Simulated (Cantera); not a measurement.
## Catalytic stagnation flow on Pt

A jet of CH₄ : O₂ : N₂ = 0.045 : 0.14 : 0.79 (molar parts) at 300 K and 0.270 bar hits a platinum plate 2.3 cm away at a mass flux of 0.022 kg/m²/s; the plate temperature is set and raised in steps from an oxygen-covered start.

Model: Deutschmann's 1995 Pt surface mechanism with GRI-Mech 3.0 gas chemistry, integrated in Cantera. Catalytic surfaces can have several steady states; this one follows from the mechanism file's or the stated starting coverage.

| plate T (K) | wall x CH₄ | wall x O₂ | wall x H₂O | wall x OH | wall x CO | wall x CO₂ | θ free Pt | θ O* | θ OH* |
|---|---|---|---|---|---|---|---|---|---|
| 900 | 0.0244 | 0.0970 | 0.0409 | 2.88e-8 | 8.20e-6 | 0.0266 | 0.156 | 0.841 | 0.00253 |
| 950 | 0.0155 | 0.0784 | 0.0572 | 8.42e-8 | 7.33e-6 | 0.0374 | 0.224 | 0.773 | 0.00280 |
| 1000 | 0.0101 | 0.0669 | 0.0672 | 2.23e-7 | 6.48e-6 | 0.0440 | 0.295 | 0.703 | 0.00276 |
| 1050 | 0.00692 | 0.0604 | 0.0728 | 5.27e-7 | 5.93e-6 | 0.0478 | 0.365 | 0.633 | 0.00257 |
| 1100 | 0.00504 | 0.0565 | 0.0761 | 1.13e-6 | 5.68e-6 | 0.0500 | 0.433 | 0.565 | 0.00232 |
x: mole fraction at the wall; θ: surface coverage.
